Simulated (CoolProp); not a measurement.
Properties of nitrous oxide along the isobar 60.6 bar (Tc = 36.4 °C, pc = 72.45 bar, ω = 0.161).

Model: reference Helmholtz-energy equation of state, Lemmon 2006, in CoolProp. It is a short technical equation, of lower accuracy than the large ones.

```json
[
 {"T (°C)": "15.95", "phase": "liquid", "Z": "0.1329", "speed of sound (m/s)": "471.8", "isothermal compressibility (1/MPa)": "0.01511"},
 {"T (°C)": "22.15", "phase": "liquid", "Z": "0.1384", "speed of sound (m/s)": "406.6", "isothermal compressibility (1/MPa)": "0.02538"},
 {"T (°C)": "34.55", "phase": "gas", "Z": "0.5833", "speed of sound (m/s)": "(withheld)", "isothermal compressibility (1/MPa)": "(withheld)"},
 {"T (°C)": "40.85", "phase": "gas", "Z": "0.6345", "speed of sound (m/s)": "218.0", "isothermal compressibility (1/MPa)": "0.3109"},
 {"T (°C)": "47.05", "phase": "gas", "Z": "0.6721", "speed of sound (m/s)": "(withheld)", "isothermal compressibility (1/MPa)": "0.2770"},
 {"T (°C)": "53.25", "phase": "gas", "Z": "0.7025", "speed of sound (m/s)": "(withheld)", "isothermal compressibility (1/MPa)": "0.2559"},
 {"T (°C)": "59.45", "phase": "gas", "Z": "0.7279", "speed of sound (m/s)": "240.1", "isothermal compressibility (1/MPa)": "0.2414"},
 {"T (°C)": "65.65", "phase": "gas", "Z": "0.7498", "speed of sound (m/s)": "(withheld)", "isothermal compressibility (1/MPa)": "(withheld)"},
 {"T (°C)": "71.95", "phase": "gas", "Z": "0.7693", "speed of sound (m/s)": "(withheld)", "isothermal compressibility (1/MPa)": "0.2223"},
 {"T (°C)": "78.15", "phase": "gas", "Z": "0.7862", "speed of sound (m/s)": "256.2", "isothermal compressibility (1/MPa)": "0.2157"}
]
```

Problem. Complete the blanks.

Solution. 
- 34.55, speed of sound (m/s): 207.3
- 34.55, isothermal compressibility (1/MPa): 0.3800
- 47.05, speed of sound (m/s): 226.5
- 53.25, speed of sound (m/s): 233.7
- 65.65, speed of sound (m/s): 245.8
- 65.65, isothermal compressibility (1/MPa): 0.2307
- 71.95, speed of sound (m/s): 251.3
